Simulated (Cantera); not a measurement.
A diamond (100) surface in a fixed gas of H2 with x(CH4) = 0.0031, x(H) = 0.02, x(CH3) = 1.5e-05, at 1223 K; coverages are run to steady state.

Computed with Cantera and the Harris–Goodwin 1993 mechanism for the reconstructed diamond (100) surface.

θ: site fractions in the mechanism's names (c6HH fully hydrogenated, c6H* and c6*H radical sites, c6** diradical, c6HM methylated).

| P (Pa) | growth (µm/h) | θ c6HH | θ c6H* | θ c6*H | θ c6** | θ c6HM |
|---|---|---|---|---|---|---|
| 890 | [?] | 0.423 | 0.0410 | 0.502 | 0.0342 | 2.73e-5 |
| 1500 | [?] | 0.423 | 0.0410 | 0.502 | 0.0342 | 4.17e-5 |
| 2700 | [?] | 0.423 | 0.0411 | 0.501 | 0.0342 | 6.34e-5 |
| 4600 | [?] | 0.423 | 0.0411 | 0.501 | 0.0342 | 8.66e-5 |
| 7900 | [?] | 0.423 | 0.0413 | 0.501 | 0.0342 | 0.000111 |
| 14000 | [?] | 0.423 | 0.0415 | 0.501 | 0.0343 | 0.000133 |
| 24000 | [?] | 0.423 | 0.0420 | 0.500 | 0.0344 | 0.000150 |
| 41000 | [?] | 0.423 | 0.0427 | 0.500 | 0.0346 | 0.000162 |

Fill in the missing entries.


- 890, growth (µm/h): 0.0337
- 1500, growth (µm/h): 0.0761
- 2700, growth (µm/h): 0.189
- 4600, growth (µm/h): 0.418
- 7900, growth (µm/h): 0.887
- 14000, growth (µm/h): 1.85
- 24000, growth (µm/h): 3.54
- 41000, growth (µm/h): 6.48
